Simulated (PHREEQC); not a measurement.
Consider water at 25 °C with 0.26 mol H2SO4 and 6.1e-05 mol ZnSO4 per kg of water. It is in equilibrium with CO2 at log p = 0 (atm). Otherwise closed; pH follows from the charge balance.

Computed with PHREEQC (ion-association model, phreeqc.dat).

No solid was allowed to form.

Order these Zn species by the share of Zn that they hold, largest first: Zn(SO4)2-2, ZnSO4, Zn+2.

Zn+2 (66 %), ZnSO4 (28 %), Zn(SO4)2-2 (6.4 %)

The pH is 0.64 and the ionic strength 0.322 mol/kgw.
